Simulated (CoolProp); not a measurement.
Vapour-liquid equilibrium of benzene (1) + p-xylene (2) at 0.129 MPa; x and y are mole fractions of (1).

Model: multi-fluid Helmholtz-energy mixture model, Thol 2012 and Zhou 2012; pair parameters Bell 2016, in CoolProp.

Task: Give the bubble temperature and the first vapour's composition at x = 0.125, 0.275, 0.575. Is there an azeotrope?

Result: x = 0.125: 134.6 °C, y = 0.369; x = 0.275: 121.9 °C, y = 0.631; x = 0.575: 103.9 °C, y = 0.875. No azeotrope shows between x = 0.05 and 0.95.

Pair parameters are fitted to limited data, so mixtures are less certain than the pure fluids.
